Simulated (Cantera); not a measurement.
What does this Cantera script print?

```python
import numpy as np
import cantera as ct

gas_names = """
    H HO2 H2 H2O H2O2 Nb NbO NbO2 O OH O2 O3
""".split()
cond_names = """
    H2O(s) H2O(L) Nb(cr) Nb(L) NbO(s) NbO(L) NbO2(I) NbO2(II) NbO2(III) NbO2(L) Nb2O5(s) Nb2O5(L)
""".split()


# ... load() reads the species with a 1 bar reference pressure and builds the phases ...
atoms = {
    'Nb': {'Nb': 1},
    'H2O': {'H': 2, 'O': 1},
}
top_T = {}  # K; cautious upper limits of use, not melting points


# ... equilibrate(T, P, feed) seeds the gas with the atoms and calls Mixture.equilibrate('TP', solver="vcs", rtol=1e-11, max_steps=5000) ...
results = []
feed = {'Nb': 1, 'H2O': 0.1}  # mol
P = 250  # Pa
for T in [1573, 1623, 1673, 1723, 1773, 1823, 1873, 1923, 1973, 2023, 2073, 2123, 2173]:
    mix = equilibrate(T, P, feed)
    results.append((T, P, feed, dict(zip(mix.species_names, mix.species_moles))))
    x = sorted(zip(gas.X, gas.species_names), reverse=True)
    print(f"T = {T:g} K  P = {P:g} Pa  gas = {mix.phase_moles(0):.4g} mol")
    print("   x: " + "  ".join(f"{s} {v:.3e}" for v, s in x if v > 0.0001))
    print("   condensed (mol): " + ("  ".join(f"{mix.phase(i).name} {mix.phase_moles(i):.4g}"
          for i in range(1, mix.n_phases) if mix.phase_moles(i) > 1e-12) or "none"))
```

Output:

```
T = 1573 K  P = 250 Pa  gas = 0.1 mol
   x: H2 9.991e-01  H 8.128e-04  H2O 1.108e-04
   condensed (mol): Nb(cr) 0.9  NbO(s) 0.09999
T = 1623 K  P = 250 Pa  gas = 0.1001 mol
   x: H2 9.985e-01  H 1.381e-03  H2O 1.620e-04
   condensed (mol): Nb(cr) 0.9  NbO(s) 0.09998
T = 1673 K  P = 250 Pa  gas = 0.1001 mol
   x: H2 9.975e-01  H 2.275e-03  H2O 2.313e-04
   condensed (mol): Nb(cr) 0.9  NbO(s) 0.09998
T = 1723 K  P = 250 Pa  gas = 0.1002 mol
   x: H2 9.960e-01  H 3.640e-03  H2O 3.228e-04
   condensed (mol): Nb(cr) 0.9  NbO(s) 0.09997
T = 1773 K  P = 250 Pa  gas = 0.1003 mol
   x: H2 9.939e-01  H 5.672e-03  H2O 4.414e-04
   condensed (mol): Nb(cr) 0.9  NbO(s) 0.09996
T = 1823 K  P = 250 Pa  gas = 0.1004 mol
   x: H2 9.908e-01  H 8.625e-03  H2O 5.920e-04
   condensed (mol): Nb(cr) 0.9001  NbO(s) 0.09994
T = 1873 K  P = 250 Pa  gas = 0.1006 mol
   x: H2 9.864e-01  H 1.282e-02  H2O 7.798e-04
   condensed (mol): Nb(cr) 0.9001  NbO(s) 0.09992
T = 1923 K  P = 250 Pa  gas = 0.1009 mol
   x: H2 9.803e-01  H 1.865e-02  H2O 1.010e-03
   condensed (mol): Nb(cr) 0.9001  NbO(s) 0.09989
T = 1973 K  P = 250 Pa  gas = 0.1014 mol
   x: H2 9.719e-01  H 2.660e-02  H2O 1.286e-03  NbO2 1.272e-04
   condensed (mol): Nb(cr) 0.9001  NbO(s) 0.09984
T = 2023 K  P = 250 Pa  gas = 0.1019 mol
   x: H2 9.607e-01  H 3.723e-02  H2O 1.611e-03  NbO2 3.154e-04
   condensed (mol): Nb(cr) 0.9002  NbO(s) 0.09976
T = 2073 K  P = 250 Pa  gas = 0.1027 mol
   x: H2 9.459e-01  H 5.116e-02  H2O 1.987e-03  NbO2 7.471e-04  NbO 2.187e-04
   condensed (mol): Nb(cr) 0.9003  NbO(s) 0.09962
T = 2123 K  P = 250 Pa  gas = 0.1038 mol
   x: H2 9.263e-01  H 6.906e-02  H2O 2.410e-03  NbO2 1.696e-03  NbO 4.884e-04
   condensed (mol): Nb(cr) 0.9004  NbO(s) 0.09934
T = 2173 K  P = 250 Pa  gas = 0.1053 mol
   x: H2 9.007e-01  H 9.160e-02  NbO2 3.698e-03  H2O 2.872e-03  NbO 1.049e-03
   condensed (mol): Nb(cr) 0.9007  NbO(s) 0.0988
```

Method: chemical equilibrium by Gibbs-energy minimisation in Cantera with the NASA 1993 tables (ideal gas, pure condensed phases). Mutual solubility and eutectic melting of coexisting phases are not modelled. NbO: taken at fixed stoichiometry. Condensed phases not in the tables: N, O or C dissolved in the metal.
